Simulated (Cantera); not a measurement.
## Adiabatic ignition

An adiabatic, constant-pressure homogeneous reactor starts with 3.21 % CH4, 3.01 % H2, 7.21 % O2, 79.2 % N2, 7.37 % CO2, at 1298 K and 4.54 atm.

Detailed kinetics in Cantera: GRI-Mech 3.0 (53 species, 325 reactions).

```tsv
t (s)	T (K)	x CH4	x H2	x O2	x C2H2	x CH2CO	x CO2
2.00e-6	1298	0.0321	0.0301	0.0721	<1e-12	<1e-12	0.0737
4.11e-6	1298	0.0321	0.0301	0.0721	<1e-12	<1e-12	0.0737
8.46e-6	1298	0.0321	0.0301	0.0721	<1e-12	<1e-12	0.0737
1.74e-5	1298	0.0321	0.0301	0.0721	<1e-12	<1e-12	0.0737
3.58e-5	1298	0.0321	0.0301	0.0721	<1e-12	<1e-12	0.0737
7.37e-5	1298	0.0321	0.0301	0.0721	<1e-12	1.07e-12	0.0737
0.000152	1302	0.0315	0.0298	0.0717	4.87e-9	6.71e-8	0.0737
0.000312	1336	0.0278	0.0288	0.0679	1.46e-6	1.55e-5	0.0737
0.000641	1965	<1e-12	0.00436	0.00480	<1e-12	<1e-12	0.0855
0.00132	2044	<1e-12	0.00274	0.000766	<1e-12	<1e-12	0.0932
0.00271	2055	<1e-12	0.00251	0.000214	<1e-12	<1e-12	0.0943
0.00558	2058	<1e-12	0.00246	8.33e-5	<1e-12	<1e-12	0.0946
0.0115	2059	<1e-12	0.00245	6.28e-5	<1e-12	<1e-12	0.0946
0.0236	2059	<1e-12	0.00245	6.20e-5	<1e-12	<1e-12	0.0946
0.0486	2059	<1e-12	0.00245	6.19e-5	<1e-12	<1e-12	0.0946
0.100	2059	<1e-12	0.00245	6.17e-5	<1e-12	<1e-12	0.0946
```
x: mole fraction; the columns are a selection and need not sum to one.

```json
{
  "time_of_steepest_temperature_rise": "0.562 ms",
  "temperature at 0.100 s": "2059 K",
  "equilibrium_temperature": "2058 K",
  "x(CH4) at 0.100 s": "<1e-12 (gas-phase equilibrium <1e-12)",
  "x(H2) at 0.100 s": "0.00245 (gas-phase equilibrium 0.00247)",
  "x(O2) at 0.100 s": "6.17e-5 (gas-phase equilibrium 5.99e-5)"
}
```
